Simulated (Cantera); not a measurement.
Cantera run:

```python
import numpy as np
import cantera as ct

gas_names = """
    H2 Na HI
""".split()
cond_names = """
    NaI(s) NaI(L)
""".split()


# ... load() reads the species with a 1 bar reference pressure and builds the phases ...
species = {s.name: s for s in load("nasa_gas.yaml", gas_names) + load("nasa_condensed.yaml", cond_names)}
# Each term lists the table entries of one substance; the one whose range holds T is used.
reactions = {
    '2 NaI + H2(g) = 2 Na(g) + 2 HI(g)':
        [(-2, ['NaI(s)', 'NaI(L)']), (-1, ['H2']), (2, ['Na']), (2, ['HI'])],
}


def pick(names, T):
    return next(species[n] for n in names if species[n].thermo.min_temp <= T <= species[n].thermo.max_temp)


results = []
for label, terms in reactions.items():
    print(label)
    print("     T/K   dH/kJ  dS/(J/K)   dG/kJ   log10 K")
    for T in [300, 673, 748, 823, 898, 973, 1048, 1123, 1198, 1273]:
        used = [(nu, pick(names, T)) for nu, names in terms]
        dH = sum(nu * s.thermo.h(T) for nu, s in used) / 1e6
        dS = sum(nu * s.thermo.s(T) for nu, s in used) / 1e3
        dG = dH - T * dS / 1e3
        logK = -dG * 1e6 / (ct.gas_constant * T * np.log(10))
        results.append((label, T, dH, dS, dG, logK, [s.name for _, s in used]))
        print(f"{T:8g} {dH:8.1f} {dS:8.1f} {dG:8.1f} {logK:8.2f}")
```

Output:

```
2 NaI + H2(g) = 2 Na(g) + 2 HI(g)
     T/K   dH/kJ  dS/(J/K)   dG/kJ   log10 K
     300    843.0    392.7    725.2  -126.26
     673    828.9    362.6    584.9   -45.39
     748    825.9    358.3    557.9   -38.96
     823    822.8    354.3    531.1   -33.71
     898    819.6    350.7    504.7   -29.36
     973    768.8    296.3    480.6   -25.80
    1048    764.9    292.4    458.5   -22.85
    1123    761.0    288.8    436.7   -20.31
    1198    757.2    285.5    415.2   -18.10
    1273    753.4    282.4    393.9   -16.16
```

Source: NASA polynomial tables (part measured, part estimated), evaluated in Cantera. Condensed species are held in their standard states even where they would react or evaporate.
